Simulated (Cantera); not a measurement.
Input (Python, Cantera) and output of one run.

```python
import numpy as np
import cantera as ct

gas_names = """
    AL ALI ALI3 ALN ALO ALO2 AL2 AL2I6 AL2O AL2O2 I I2 N NO NO2 NO3 N2 N2O O O2 O3
""".split()
cond_names = """
    AL(cr) AL(L) ALI3(s) ALI3(L) ALN(s) AL2O3(a) AL2O3(L) I2(cr) I2(L)
""".split()


def load(file, names, dense=False):
    # The tables refer to 1 bar. Condensed volumes are neglected.
    table = {s.name: s for s in ct.Species.list_from_file(file)}
    out = []
    for n in names:
        d = dict(table[n].input_data)
        d["thermo"] = dict(d["thermo"], **{"reference-pressure": 1e5})
        if dense:
            d["equation-of-state"] = {"model": "constant-volume", "density": "1e6 g/cm^3"}
        out.append(ct.Species.from_dict(d))
    return out


gas = ct.Solution(thermo="ideal-gas", species=load("nasa_gas.yaml", gas_names))
cond = {s.name: ct.Solution(thermo="fixed-stoichiometry", species=[s], name=s.name)
        for s in load("nasa_condensed.yaml", cond_names, dense=True)}
atoms = {
    'AlN': {'AL': 1, 'N': 1},
    'I2': {'I': 2},
    'O2': {'O': 2},
}
top_T = {'ALN(s)': 2750}  # K; cautious upper limits of use, not melting points


def equilibrate(T, P, feed):
    n = {}
    for name, mol in feed.items():
        for a, k in atoms[name].items():
            n[a] = n.get(a, 0.0) + k * mol
    gas.TPX = T, P, n
    mass = sum(n.values()) * gas.mean_molecular_weight
    gas.equilibrate("TP")
    valid = [c for c in cond.values() if c.min_temp <= T <= top_T.get(c.name, c.max_temp)]
    mix = ct.Mixture([(gas, mass / gas.mean_molecular_weight)] + [(c, 0.0) for c in valid])
    mix.T, mix.P = T, P
    mix.equilibrate("TP", solver="vcs", rtol=1e-11, max_steps=5000)
    return mix


results = []
feed = {'AlN': 1, 'I2': 1, 'O2': 0.019}  # mol
T = 1250  # K
P = 630000  # Pa
mix = equilibrate(T, P, feed)
results.append((T, P, feed, dict(zip(mix.species_names, mix.species_moles))))
x = sorted(zip(gas.X, gas.species_names), reverse=True)
print(f"T = {T:g} K  P = {P:g} Pa  gas = {mix.phase_moles(0):.4g} mol")
print("   x: " + "  ".join(f"{s} {v:.3e}" for v, s in x if v > 0.001))
print("   condensed (mol): " + ("  ".join(f"{mix.phase(i).name} {mix.phase_moles(i):.4g}"
      for i in range(1, mix.n_phases) if mix.phase_moles(i) > 1e-12) or "none"))
```

Result:

```
T = 1250 K  P = 630000 Pa  gas = 1.023 mol
   x: ALI3 6.131e-01  N2 3.218e-01  I2 3.557e-02  I 2.667e-02  AL2I6 2.849e-03
   condensed (mol): ALN(s) 0.3414  AL2O3(a) 0.01267
```

Cantera equilibrium calculation (NASA polynomials, part measured and part estimated; ideal gas, pure solids and liquids). Mutual solubility and eutectic melting of coexisting phases are not modelled.
